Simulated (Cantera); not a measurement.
Input: 1 mol SiC, 1.2 mol N2O, 5.1 mol N2, 0.14 mol CO2, held at 1725 K and 750 Torr.

Equilibrium computed with Cantera from the NASA thermochemical tables; the gas is ideal and each condensed phase is pure. Candidate condensed phases: C, Si, SiC, SiO2, Si2N2O, Si3N4; 34 gas species. Rates play no part.

Base state: N2 0.855, CO 0.144, SiO 0.000102 (mole fractions); condensed: C(graphite) + Si2N2O(s).

Task: What changes in the equilibrium state with this change: pressure from 750 Torr to 10.5 Torr?

Result: 
```tsv
species	before	after
N2	0.855	0.842
CO	0.144	0.141
SiO	0.000102	0.0164
C(graphite), mol	0.160	0
Si2N2O(s), mol	0.500	0.370
SiC(s), mol	0	0.145
```
Mutual solubility and eutectic melting of coexisting phases are not modelled.
